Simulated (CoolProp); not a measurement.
Vapour-liquid equilibrium of n-heptane (1) + toluene (2) at 212.45 °C; x and y are mole fractions of (1).

Values from CoolProp's multi-fluid Helmholtz-energy mixture model, Span 2003 and Lemmon 2006; pair parameters Bell 2016.

| x | bubble pressure (MPa) | y at the bubble point | dew pressure at overall composition x (MPa) | liquid density (mol/L) |
|---|---|---|---|---|
| 0.05 | 0.9572 | 0.070 | 0.9494 | 6.993 |
| 0.125 | 0.9935 | 0.165 | (withheld) | 6.761 |
| 0.2 | (withheld) | 0.250 | 1.007 | 6.540 |
| 0.275 | 1.054 | 0.329 | (withheld) | 6.330 |
| 0.35 | 1.079 | 0.403 | 1.061 | 6.131 |
| 0.425 | 1.101 | 0.474 | 1.086 | 5.940 |
| 0.5 | 1.121 | 0.543 | 1.109 | 5.759 |
| 0.575 | 1.139 | 0.611 | 1.130 | 5.587 |
| 0.65 | 1.155 | 0.679 | 1.149 | 5.422 |
| 0.725 | (withheld) | 0.746 | 1.165 | 5.266 |
| 0.8 | 1.182 | 0.814 | 1.179 | 5.116 |
| 0.875 | 1.193 | 0.883 | 1.191 | 4.973 |
| 0.95 | 1.202 | 0.953 | 1.202 | 4.836 |

Question: Some entries are withheld; supply them.

Answer: 
- 0.125, dew pressure at overall composition x (MPa): 0.9782
- 0.2, bubble pressure (MPa): 1.025
- 0.275, dew pressure at overall composition x (MPa): 1.034
- 0.725, bubble pressure (MPa): 1.169

No azeotrope shows between x = 0.05 and 0.95.

The pair parameters rest on a limited set of measurements; away from them the model extrapolates.
